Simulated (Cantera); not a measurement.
Input (Python, Cantera) and output of one run.

```python
import numpy as np
import cantera as ct

gas_names = """
    N2 NO2
""".split()
cond_names = """
    Ta2O5(s) Ta2O5(L) C(gr) TaC(s) TaC(L)
""".split()


# ... load() reads the species with a 1 bar reference pressure and builds the phases ...
species = {s.name: s for s in load("nasa_gas.yaml", gas_names) + load("nasa_condensed.yaml", cond_names)}
# Each term lists the table entries of one substance; the one whose range holds T is used.
reactions = {
    '4 Ta2O5 + 8 C + 5 N2(g) = 10 NO2(g) + 8 TaC':
        [(-4, ['Ta2O5(s)', 'Ta2O5(L)']), (-8, ['C(gr)']), (-5, ['N2']), (10, ['NO2']), (8, ['TaC(s)', 'TaC(L)'])],
}


def pick(names, T):
    return next(species[n] for n in names if species[n].thermo.min_temp <= T <= species[n].thermo.max_temp)


results = []
for label, terms in reactions.items():
    print(label)
    print("     T/K   dH/kJ  dS/(J/K)   dG/kJ   log10 K")
    for T in [300, 1173, 1223, 1273, 1323, 1373, 1423, 1473]:
        used = [(nu, pick(names, T)) for nu, names in terms]
        dH = sum(nu * s.thermo.h(T) for nu, s in used) / 1e6
        dS = sum(nu * s.thermo.s(T) for nu, s in used) / 1e3
        dG = dH - T * dS / 1e3
        logK = -dG * 1e6 / (ct.gas_constant * T * np.log(10))
        results.append((label, T, dH, dS, dG, logK, [s.name for _, s in used]))
        print(f"{T:8g} {dH:8.1f} {dS:8.1f} {dG:8.1f} {logK:8.2f}")
```

Result:

```
4 Ta2O5 + 8 C + 5 N2(g) = 10 NO2(g) + 8 TaC
     T/K   dH/kJ  dS/(J/K)   dG/kJ   log10 K
     300   7373.0   1163.6   7023.9 -1222.95
    1173   7273.7   1015.9   6082.1  -270.83
    1223   7267.2   1010.4   6031.4  -257.60
    1273   7260.6   1005.2   5981.0  -245.41
    1323   7254.1   1000.1   5930.9  -234.16
    1373   7247.5    995.3   5881.0  -223.73
    1423   7241.0    990.6   5831.4  -214.05
    1473   7234.4    986.1   5781.9  -205.03
```

Standard-state values (1 bar) from the NASA 1993 polynomials, evaluated with Cantera. TaC: taken at fixed stoichiometry. Condensed species are held in their standard states even where they would react or evaporate.
